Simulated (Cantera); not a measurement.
## PbO + CO + N2 (carbothermic reduction)

Charge: 1 mol PbO, 4.5 mol CO, 1.1 mol N2, at 670 Pa.

Cantera equilibrium calculation (NASA polynomials, part measured and part estimated; ideal gas, pure solids and liquids). Candidate condensed phases: C, Pb, PbO, PbO2, Pb3O4; 27 gas species. Rates play no part.

```tsv
T (K)	x CO	x N2	x CO2	x Pb	x O	x O2	x PbO
1400	0.530	0.167	0.151	0.151	3.96e-11	1.17e-11	1.77e-5
1500	0.530	0.167	0.151	0.151	8.46e-10	2.92e-10	4.28e-5
1600	0.530	0.167	0.151	0.151	1.23e-8	4.83e-9	9.23e-5
1700	0.530	0.167	0.151	0.151	1.31e-7	5.73e-8	0.000181
1800	0.531	0.167	0.151	0.151	1.06e-6	5.13e-7	0.000328
1900	0.531	0.167	0.151	0.151	6.94e-6	3.63e-6	0.000556
2000	0.531	0.167	0.151	0.151	3.74e-5	2.09e-5	0.000889
2100	0.532	0.167	0.150	0.150	0.000171	0.000101	0.00135
2200	0.533	0.166	0.148	0.149	0.000673	0.000415	0.00194
2300	0.537	0.166	0.143	0.148	0.00229	0.00142	0.00261
2400	0.543	0.164	0.131	0.147	0.00662	0.00391	0.00321
2500	0.555	0.161	0.110	0.144	0.0159	0.00803	0.00348
2600	0.568	0.158	0.0832	0.141	0.0312	0.0120	0.00326
```
x: gas mole fraction; nothing condenses.

From 1400 K to 2600 K nothing is condensed. The main Pb-bearing gas is Pb throughout.
